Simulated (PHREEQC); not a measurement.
**Hard or scaling water (model solution)**

Make-up at 25 °C: 0.1 mmol/kgw Ca(HCO3)2 and 0.1 mmol/kgw Na2SO4. Closed to the air; pH follows from the charge balance.

Computed with PHREEQC (Pitzer model, pitzer.dat).

No solid was allowed to form.

### Question
What pH does the model give?

### Answer
pH 8.16.

### Question
In which forms is C present?

### Answer
HCO3- 98 %, CO2 1.5 %, CO3-2 0.7 % of the C.

Species that the database lacks are ignored.
